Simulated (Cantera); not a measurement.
Cantera run:

```python
import numpy as np
import cantera as ct

gas_names = """
    CL CLO CL2 N NO NO2 NO3 N2 N2O O O2 O3 Si SiCL SiCL2 SiCL3 SiCL4 SiN SiO SiO2 Si2 Si2N Si3
""".split()
cond_names = """
    Si(cr) Si(L) SiO2(Lqz) SiO2(hqz) SiO2(L) Si2N2O(s) Si3N4(a)
""".split()


# ... load() reads the species with a 1 bar reference pressure and builds the phases ...
atoms = {
    'SiO2': {'Si': 1, 'O': 2},
    'SiCl4': {'Si': 1, 'CL': 4},
    'N2': {'N': 2},
}
top_T = {'Si2N2O(s)': 2100, 'Si3N4(a)': 2400}  # K; cautious upper limits of use, not melting points


# ... equilibrate(T, P, feed) seeds the gas with the atoms and calls Mixture.equilibrate('TP', solver="vcs", rtol=1e-11, max_steps=5000) ...
results = []
feed = {'SiO2': 1, 'SiCl4': 3.3, 'N2': 53}  # mol
P = 8.9  # Pa
for T in [1423, 1473, 1523, 1573, 1623, 1673, 1723, 1773]:
    mix = equilibrate(T, P, feed)
    results.append((T, P, feed, dict(zip(mix.species_names, mix.species_moles))))

top = {s: max(r[3][s] / sum(r[3][g] for g in gas_names) for r in results) for s in gas_names}
cols = sorted((s for s in top if top[s] > 1e-05), key=lambda s: -top[s])[:9]
seen = [c for c in cond_names if any(r[3].get(c, 0) > 1e-12 for r in results)]
print("log10 of partial pressures in bar; condensed amounts in mol")
print(f"{'T/K':>10s}" + "".join(f"{s[:9]:>10s}" for s in cols + seen))
for T, P, feed, n in results:
    ng = sum(n[g] for g in gas_names)
    print(f"{T:10.4g}" + "".join(f"{np.log10(max(n[s] / ng * P / 1e5, 1e-99)):10.3f}" for s in cols)
          + "".join(f"{n.get(c, 0):10.4g}" for c in seen))
```

It prints:

```
log10 of partial pressures in bar; condensed amounts in mol
       T/K        N2        CL     SiCL4     SiCL2       SiO     SiCL3       CL2      SiCL SiO2(hqz)
      1423    -4.086    -5.727    -5.410    -6.330    -6.871    -6.169    -8.512   -12.000    0.9564
      1473    -4.096    -5.454    -5.518    -6.069    -6.322    -6.061    -8.280   -11.399    0.8426
      1523    -4.112    -5.205    -5.710    -5.906    -5.843    -6.046    -8.075   -10.911    0.5077
      1573    -4.133    -5.026    -6.050    -5.803    -5.556    -6.137    -7.993   -10.451         0
      1623    -4.140    -4.974    -6.529    -5.637    -5.563    -6.267    -8.147    -9.834         0
      1673    -4.143    -4.951    -7.115    -5.564    -5.566    -6.499    -8.343    -9.311         0
      1723    -4.144    -4.942    -7.731    -5.534    -5.567    -6.769    -8.555    -8.844         0
      1773    -4.145    -4.938    -8.336    -5.521    -5.568    -7.044    -8.764    -8.414         0
```

These are equilibrium values from Cantera (NASA tables, ideal gas, pure condensed phases), not measurements of a reactor. The tables' values for SiCl3, SiCl are old estimates; treat these amounts as uncertain. The tables hold silica as quartz up to 1696 K and as liquid above; real silica turns to tridymite and cristobalite and melts near 1996 K.
